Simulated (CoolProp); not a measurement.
Saturation properties of acetone (Tc = 508.1 K, pc = 4692 kPa, ω = 0.307).

Computed with CoolProp (reference Helmholtz-energy equation of state, Lemmon 2006). It is a short technical equation, of lower accuracy than the large ones.

```tsv
T (K)	p (kPa)	liquid density (kg/m³)	vapour Z
258.9	4.160	827.4	0.9925
277.6	11.72	807.3	0.9858
296.2	28.23	786.8	[?]
314.9	60.49	765.7	0.9618
333.6	117.4	743.7	0.9432
352.3	210.2	720.9	0.9194
370.9	[?]	[?]	0.8899
389.6	557.1	671.1	0.8540
408.3	844.2	643.3	0.8108
427	1231	612.6	0.7594
445.6	1736	[?]	0.6985
```

### Question
Complete the blanks.

### Answer

- 296.2, vapour Z: 0.9758
- 370.9, p (kPa): 351.2
- 370.9, liquid density (kg/m³): 696.8
- 445.6, liquid density (kg/m³): 578.3

It boils at 329.2 K under 1 atm.
